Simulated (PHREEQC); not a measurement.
Dissolve 0.27 mol CuCl2, 0.01 mol HCl and 0.11 mol KCl per kg of water at 25 °C. Closed to the air; pH follows from the charge balance.

All values are PHREEQC results (ion-association model, wateq4f.dat), not measurements.

The pH is 2.12. The ionic strength is 0.776 mol/kgw and the activity of water is 0.984. The total alkalinity is -10.0 meq/kg.

| species | molality | activity | log γ |
|---|---|---|---|
| Cl- | 0.580 | 0.356 | -0.212 |
| Cu+2 | 0.196 | 0.0433 | -0.657 |
| K+ | 0.110 | 0.0676 | -0.212 |
| CuCl+ | 0.0670 | 0.0415 | -0.208 |
| H+ | 0.0100 | 0.00751 | -0.125 |
| CuCl2 | 0.00664 | 0.00793 | 0.078 |
| CuCl3- | 1.62e-5 | 1.00e-5 | -0.208 |
| CuCl4-2 | 9.71e-8 | 1.79e-8 | -0.734 |
| CuOH+ | 9.16e-8 | 5.67e-8 | -0.208 |
| Cu2(OH)2+2 | 4.25e-9 | 1.41e-9 | -0.481 |

No solid was allowed to form. Caution: at this ionic strength the ion-association model is outside its range; a Pitzer model would be the better tool where its parameters exist. Species that the database lacks are ignored.
